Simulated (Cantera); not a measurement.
Cantera run, input and output.

```python
import numpy as np
import cantera as ct

gas = ct.Solution("gri30.yaml")


def delay(T, t_max=10):
    gas.TPX = T, 1000000, {'CO': 1, 'H2': 0.51, 'O2': 0.472, 'N2': 1.77}
    reactor = ct.IdealGasConstPressureReactor(gas, clone=False)
    net = ct.ReactorNet([reactor])
    net.rtol, net.atol = 1e-8, 1e-16
    while net.time < t_max:
        t_old, T_old = net.time, reactor.T
        net.step()
        if reactor.T > T + 400:  # ignition: a rise of 400 K
            return t_old + (T + 400 - T_old) / (reactor.T - T_old) * (net.time - t_old)
    return np.nan


taus = []
for T in [1275, 1375, 1475, 1575, 1675, 1775, 1875, 1975]:
    taus.append(delay(T))
    print(f"T0 = {T:6g} K   tau = {taus[-1]:.4e} s")
```

Result:

```
T0 =   1275 K   tau = 8.0010e-06 s
T0 =   1375 K   tau = 3.6581e-06 s
T0 =   1475 K   tau = 2.2971e-06 s
T0 =   1575 K   tau = 1.6623e-06 s
T0 =   1675 K   tau = 1.3132e-06 s
T0 =   1775 K   tau = 1.1068e-06 s
T0 =   1875 K   tau = 9.8231e-07 s
T0 =   1975 K   tau = 9.1031e-07 s
```

Model: GRI-Mech 3.0 (53 species, 325 reactions), integrated in Cantera. The hydrogen kinetics of GRI-Mech 3.0 are dated; newer H2 mechanisms differ, most at raised pressure. Where the delays flatten at high temperature, the 400 K rule measures the pace of heat release, not the induction time.
